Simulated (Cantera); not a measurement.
Input: 1 mol Fe2O3, 360 mol H2, 0.25 mol H2O, at 8.40 mbar.

Method: chemical equilibrium by Gibbs-energy minimisation in Cantera with the NASA 1993 tables (ideal gas, pure condensed phases). Candidate condensed phases: Fe, FeO, Fe(OH)2, Fe(OH)3, Fe2O3, Fe3O4, H2O; 12 gas species. Equilibrium is a limit: real reactors are often held back by kinetics, nucleation or transport.

Problem. Which condensed phases are stable at each of these points (T (°C)): 375, 425, 475, 525, 575, 625, 675, 725, 775, 825, 875, 925, 975?

Solution. 
```json
[
 {"T (°C)": "375", "condensed phases": "Fe(α)", "Fe condensed (%)": "100.0"},
 {"T (°C)": "425", "condensed phases": "Fe(α)", "Fe condensed (%)": "100.0"},
 {"T (°C)": "475", "condensed phases": "Fe(α)", "Fe condensed (%)": "100.0"},
 {"T (°C)": "525", "condensed phases": "Fe(α)", "Fe condensed (%)": "100.0"},
 {"T (°C)": "575", "condensed phases": "Fe(α)", "Fe condensed (%)": "100.0"},
 {"T (°C)": "625", "condensed phases": "Fe(α)", "Fe condensed (%)": "100.0"},
 {"T (°C)": "675", "condensed phases": "Fe(α)", "Fe condensed (%)": "100.0"},
 {"T (°C)": "725", "condensed phases": "Fe(α)", "Fe condensed (%)": "100.0"},
 {"T (°C)": "775", "condensed phases": "Fe(α)", "Fe condensed (%)": "100.0"},
 {"T (°C)": "825", "condensed phases": "Fe(α)", "Fe condensed (%)": "100.0"},
 {"T (°C)": "875", "condensed phases": "Fe(α)", "Fe condensed (%)": "100.0"},
 {"T (°C)": "925", "condensed phases": "Fe(γ)", "Fe condensed (%)": "100.0"},
 {"T (°C)": "975", "condensed phases": "Fe(γ)", "Fe condensed (%)": "100.0"}
]
```

From 375 °C to 875 °C the condensed part is Fe(α). From 925 °C to 975 °C the condensed part is Fe(γ).
